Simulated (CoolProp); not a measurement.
C2F6 (R116) along the isotherm -12.55 °C: fugacity coefficient from the reference equation and from simpler models built on Tc = 19.9 °C, pc = 3.048 MPa, ω = 0.257; each cubic takes its own stable root.

The numbers come from the reference Helmholtz-energy equation of state, Lemmon 2006 in CoolProp. It is a short technical equation, of lower accuracy than the large ones.

| p (MPa) | phase | reference | van der Waals | Redlich-Kwong | Soave-Redlich-Kwong | Peng-Robinson |
|---|---|---|---|---|---|---|
| 0.0145 | gas | 0.9977 | 0.9981 | 0.9977 | 0.9976 | 0.9974 |
| 0.0218 | gas | 0.9965 | 0.9972 | 0.9966 | 0.9964 | 0.9961 |
| 0.0329 | gas | 0.9947 | 0.9958 | 0.9949 | 0.9946 | 0.9942 |
| 0.0496 | gas | 0.9920 | 0.9936 | 0.9923 | 0.9919 | 0.9912 |
| 0.0749 | gas | 0.9879 | 0.9904 | 0.9883 | 0.9878 | 0.9867 |
| 0.113 | gas | 0.9818 | 0.9854 | 0.9824 | 0.9816 | 0.9800 |
| 0.17 | gas | 0.9726 | 0.9781 | 0.9736 | 0.9723 | 0.9700 |
| 0.257 | gas | 0.9586 | 0.9669 | 0.9601 | 0.9582 | 0.9548 |
| 0.388 | gas | 0.9375 | 0.9501 | 0.9399 | 0.9371 | 0.9320 |
| 0.585 | gas | 0.9059 | 0.9248 | 0.9097 | 0.9054 | 0.8980 |
| 0.883 | gas | 0.8578 | 0.8865 | 0.8642 | 0.8577 | 0.8472 |
| 2.01 | liquid | 0.5306 | 0.7116 | 0.5969 | 0.5391 | 0.5230 |
| 3.03 | liquid | 0.3705 | 0.5114 | 0.4200 | 0.3783 | 0.3646 |
| 4.57 | liquid | 0.2651 | 0.3802 | 0.3033 | 0.2723 | 0.2600 |
